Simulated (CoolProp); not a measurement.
Vapour-liquid equilibrium of hydrogen sulfide (1) + propane (2) at 1.08 MPa; x and y are mole fractions of (1).

Computed with CoolProp (multi-fluid Helmholtz-energy mixture model, Lemmon 2006 and Lemmon 2009; pair parameters Kunz 2012).

```json
[
 {"x": "0.05", "bubble temperature, mixture model (°C)": "24.1", "bubble temperature, Raoult's law (°C)": "27.9", "y, mixture model": "0.154", "y, Raoult's law": "0.100"},
 {"x": "0.15", "bubble temperature, mixture model (°C)": "15.3", "bubble temperature, Raoult's law (°C)": "23.9", "y, mixture model": "0.367", "y, Raoult's law": "0.272"},
 {"x": "0.25", "bubble temperature, mixture model (°C)": "9.6", "bubble temperature, Raoult's law (°C)": "20.3", "y, mixture model": "0.498", "y, Raoult's law": "0.415"},
 {"x": "0.35", "bubble temperature, mixture model (°C)": "5.8", "bubble temperature, Raoult's law (°C)": "17.0", "y, mixture model": "0.584", "y, Raoult's law": "0.535"},
 {"x": "0.45", "bubble temperature, mixture model (°C)": "3.4", "bubble temperature, Raoult's law (°C)": "14.1", "y, mixture model": "0.646", "y, Raoult's law": "0.637"},
 {"x": "0.55", "bubble temperature, mixture model (°C)": "1.8", "bubble temperature, Raoult's law (°C)": "11.4", "y, mixture model": "0.695", "y, Raoult's law": "0.724"},
 {"x": "0.65", "bubble temperature, mixture model (°C)": "0.7", "bubble temperature, Raoult's law (°C)": "8.9", "y, mixture model": "0.740", "y, Raoult's law": "0.800"},
 {"x": "0.75", "bubble temperature, mixture model (°C)": "0.1", "bubble temperature, Raoult's law (°C)": "6.6", "y, mixture model": "0.785", "y, Raoult's law": "0.866"},
 {"x": "0.85", "bubble temperature, mixture model (°C)": "-0.1", "bubble temperature, Raoult's law (°C)": "4.5", "y, mixture model": "0.842", "y, Raoult's law": "0.925"},
 {"x": "0.95", "bubble temperature, mixture model (°C)": "0.6", "bubble temperature, Raoult's law (°C)": "2.5", "y, mixture model": "0.931", "y, Raoult's law": "0.976"}
]
```

The largest gap from Raoult's law is -11.2 K in bubble temperature, at x = 0.35. y crosses x between x = 0.75 and 0.85: the model has an azeotrope there.

Pair parameters are fitted to limited data, so mixtures are less certain than the pure fluids.
